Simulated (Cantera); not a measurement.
Cantera with NASA thermochemical tables; ideal gases at 1 bar, condensed phases pure. Values are per mole of reaction as written; species without (g) are pure solids or liquids, kept so even where they would boil at 1 bar.

Problem. Between 773 and 1673 K, where is each reaction favourable under standard conditions?
- O(g) + Mg = MgO

Solution. 
- O(g) + Mg = MgO: ΔG° is -720 kJ at 773 K and -559 kJ at 1673 K; it stays negative (K > 1). ΔH° is -863 kJ and ΔS° -182 J/K at 1673 K.
